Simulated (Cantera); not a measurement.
Input: 1 mol Si2Cl6, 0.95 mol Cl2, 94 mol H2, equilibrated at 0.00250 bar.

Method: chemical equilibrium by Gibbs-energy minimisation in Cantera with the NASA 1993 tables (ideal gas, pure condensed phases). Candidate condensed phases: Si; 19 gas species. The feed counts by its element totals alone. Gases not in the tables: Si2H6 and higher silanes. The numbers say what is thermodynamically allowed, not how fast it happens.

Problem. Which condensed phases are stable at each of these points (T (°C)): 875, 950, 1025, 1100, 1175, 1250, 1325, 1400, 1475?

Solution. 
| T (°C) | condensed phases | Si condensed (%) |
|---|---|---|
| 875 | Si(s) | 49.3 |
| 950 | Si(s) | 50.1 |
| 1025 | Si(s) | 48.7 |
| 1100 | Si(s) | 46.7 |
| 1175 | Si(s) | 44.8 |
| 1250 | Si(s) | 43.0 |
| 1325 | Si(s) | 41.2 |
| 1400 | Si(s) | 38.9 |
| 1475 | Si(l) | 38.8 |

From 875 °C to 1400 °C the condensed part is Si(s). At 1475 °C the condensed part is Si(l).
